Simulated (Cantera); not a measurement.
A closed system holds: 1 mol SO2, 0.045 mol O2, equilibrated at 1 atm.

Cantera equilibrium calculation (NASA polynomials, part measured and part estimated; ideal gas, pure solids and liquids). Candidate condensed phases: S; 17 gas species. Ions and electrons are included (thermal ionisation). Rates play no part.

x: gas mole fraction; nothing condenses.

```
T (K)     x SO2       x O       x S      x SO     x O2      x S2
-----  --------  --------  --------  --------  -------  --------
2000      0.955  0.000137   1.63e-7  0.000681   0.0428   2.66e-9
2250      0.949         ?         ?         ?   0.0447         ?
2500      0.922   0.00328  0.000137    0.0224   0.0520   9.84e-6
2750      0.850    0.0117   0.00118    0.0664   0.0700  0.000109
3000      0.717    0.0354   0.00583     0.141   0.0990  0.000538
3250      0.528    0.0893    0.0197     0.231    0.129   0.00159
3500      0.321     0.185    0.0502     0.297    0.143   0.00324
3750      0.152     0.316     0.101     0.298    0.128   0.00482
4000          ?         ?         ?         ?        ?         ?
4250     0.0162     0.547     0.226     0.151   0.0551   0.00453
4500    0.00421     0.608     0.268    0.0859   0.0303   0.00321
4750    0.00109     0.640     0.294    0.0464   0.0163   0.00206
5000   0.000296     0.657     0.307    0.0252  0.00892   0.00129
```

Problem. Complete the blanks.

Solution. 
- 2250, x O: 0.000775
- 2250, x S: 7.40e-6
- 2250, x SO: 0.00496
- 2250, x S2: 2.98e-7
- 4000, x SO2: 0.0553
- 4000, x O: 0.447
- 4000, x S: 0.166
- 4000, x SO: 0.235
- 4000, x O2: 0.0914
- 4000, x S2: 0.00533
